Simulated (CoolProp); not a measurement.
Vapour-liquid equilibrium of propylene (1) + R152A (2) at 4.36 kPa; x and y are mole fractions of (1).

Model: multi-fluid Helmholtz-energy mixture model, Lemmon 2013 and Outcalt 1996; pair parameters Bell 2016, in CoolProp.

```json
[
 {"x": "0.05", "bubble temperature (K)": "187.5", "y at the bubble point": "0.508", "dew temperature at overall composition x (K)": "___", "liquid density (mol/L)": "17.02"},
 {"x": "0.15", "bubble temperature (K)": "180.0", "y at the bubble point": "0.770", "dew temperature at overall composition x (K)": "193.7", "liquid density (mol/L)": "17.02"},
 {"x": "0.25", "bubble temperature (K)": "177.0", "y at the bubble point": "0.839", "dew temperature at overall composition x (K)": "192.2", "liquid density (mol/L)": "16.90"},
 {"x": "0.35", "bubble temperature (K)": "175.8", "y at the bubble point": "0.864", "dew temperature at overall composition x (K)": "190.6", "liquid density (mol/L)": "16.74"},
 {"x": "0.45", "bubble temperature (K)": "175.3", "y at the bubble point": "0.875", "dew temperature at overall composition x (K)": "188.7", "liquid density (mol/L)": "16.58"},
 {"x": "0.55", "bubble temperature (K)": "175.0", "y at the bubble point": "0.881", "dew temperature at overall composition x (K)": "___", "liquid density (mol/L)": "16.42"},
 {"x": "0.65", "bubble temperature (K)": "___", "y at the bubble point": "0.885", "dew temperature at overall composition x (K)": "184.0", "liquid density (mol/L)": "16.28"},
 {"x": "0.75", "bubble temperature (K)": "___", "y at the bubble point": "0.894", "dew temperature at overall composition x (K)": "180.8", "liquid density (mol/L)": "16.16"},
 {"x": "0.85", "bubble temperature (K)": "174.4", "y at the bubble point": "0.914", "dew temperature at overall composition x (K)": "176.5", "liquid density (mol/L)": "16.06"},
 {"x": "0.95", "bubble temperature (K)": "174.2", "y at the bubble point": "0.958", "dew temperature at overall composition x (K)": "174.2", "liquid density (mol/L)": "15.97"}
]
```

Question: Complete the blanks.

Answer: 
- 0.05, dew temperature at overall composition x (K): 195.0
- 0.55, dew temperature at overall composition x (K): 186.6
- 0.65, bubble temperature (K): 174.9
- 0.75, bubble temperature (K): 174.7

No azeotrope shows between x = 0.05 and 0.95.

The pair parameters rest on a limited set of measurements; away from them the model extrapolates. With so large a gap from Raoult's law the liquid may split in two, which this calculation doesn't test in full.
